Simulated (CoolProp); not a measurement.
Computed with CoolProp (reference Helmholtz-energy equation of state, Span 1996).

**Question.** For carbon dioxide, give the phase and the Z, isothermal compressibility (1/MPa), conductivity (mW/(m K)) at 332.4 K and 5230 kPa.

**Answer.** 
- 332.4 K and 5230 kPa: gas; Z 0.796, isothermal compressibility 0.247, conductivity 23.9

Thermal conductivity comes from a separate model (Huber 2016).
